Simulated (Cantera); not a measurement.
Feed: 1 mol Si2Cl6, 40 mol N2, 10 mol H2, at 998.15 K and 10.0 mbar.

These are equilibrium values from Cantera (NASA tables, ideal gas, pure condensed phases), not measurements of a reactor. Candidate condensed phases: NH4Cl, Si, Si3N4; 28 gas species. The feed counts by its element totals alone. N2 is the only nitrogen source here; it is nearly inert below about 1500 K, so the nitride shown seldom forms there in practice. The numbers say what is thermodynamically allowed, not how fast it happens.

Base state: N2 0.749, H2 0.137, HCl 0.113, SiCl4 0.000697 (mole fractions); condensed: Si3N4(s).

### Question
What changes in the equilibrium state with this change: Si2Cl6 replaced by SiH4?

### Answer
| species | before | after |
|---|---|---|
| N2 | 0.749 | 0.766 |
| H2 | 0.137 | 0.234 |
| HCl | 0.113 | 0 |
| SiCl4 | 0.000697 | 0 |
| Si3N4(s), mol | 0.655 | 0.333 |

### Question
What changes in the equilibrium state with this change: N2 from 40 to 26 mol?

### Answer
| species | before | after |
|---|---|---|
| N2 | 0.749 | 0.656 |
| H2 | 0.137 | 0.189 |
| HCl | 0.113 | 0.154 |
| SiCl4 | 0.000697 | 0.00136 |
| SiHCl3 | 5.84e-6 | 1.16e-5 |
| Si3N4(s), mol | 0.655 | 0.649 |

### Question
What changes in the equilibrium state with this change: pressure from 10.0 mbar to 39.0 mbar?

### Answer
```csv
species,before,after
N2,0.749,0.749
H2,0.137,0.138
HCl,0.113,0.112
SiCl4,0.000697,0.00103
"Si3N4(s), mol",0.655,0.649
```
